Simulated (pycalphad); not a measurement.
Source of the numbers: pycalphad with the COST 507 light-alloy database (1999); pressure 1 atm. The data set is of 1999 and partly superseded. The system is extrapolated from its subsystems; higher-order compounds may be missing. Phase fractions are per mole of atoms. Kinetics are ignored, which matters at the lower temperatures.

**Question.** Give the equilibrium state of Ti-9.457V-0.5858Si (wt.%) at 327 °C.

**Answer.** HCP_A3, fraction 0.868, with 0.57 V, 0.16 Si wt.%; BCC_A2, fraction 0.101, with 84.0 V, <0.01 Si wt.%; SITI3, fraction 0.030, with no V, 16.4 Si wt.%.

**Question.** Give the equilibrium state of Ti-9.457V-0.5858Si (wt.%) at 1602 °C.

**Answer.** BCC_A2, fraction 0.621, with 9.0 V, 0.21 Si wt.%; LIQUID, fraction 0.379, with 10.3 V, 1.2 Si wt.%.

Database names, with the compositions (at.%) that they take in these runs: SITI3: Ti 75 Si 25. BCC_A2 is bcc; HCP_A3 is hcp. An entry "none" or "no" means that the model of the phase leaves that element out.
